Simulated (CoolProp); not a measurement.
Vapour-liquid equilibrium of carbon dioxide (1) + R22 (2) at 1.19 MPa; x and y are mole fractions of (1).

Computed with CoolProp (multi-fluid Helmholtz-energy mixture model, Span 1996 and Kamei 1995; pair parameters Bell 2016).

```
x     bubble temperature, mixture model (K)  bubble temperature, Raoult's law (K)  y, mixture model  y, Raoult's law
----  -------------------------------------  ------------------------------------  ----------------  ---------------
0.05                                  297.3                                 294.4             0.158            0.248
0.15                                  286.5                                 281.2             0.417            0.541
0.25                                  276.9                                 271.6             0.603            0.702
0.35                                  268.6                                 264.1             0.731            0.800
0.45                                  261.5                                 258.0             0.819            0.864
0.55                                  255.6                                 253.1             0.879            0.908
0.65                                  250.6                                 248.8             0.921            0.939
0.75                                  246.3                                 245.2             0.952            0.963
0.85                                  242.6                                 242.0             0.975            0.980
0.95                                  239.4                                 239.2             0.993            0.994
```

The largest gap from Raoult's law is +5.3 K in bubble temperature, at x = 0.25. No azeotrope shows between x = 0.05 and 0.95.

Pair parameters are fitted to limited data, so mixtures are less certain than the pure fluids.
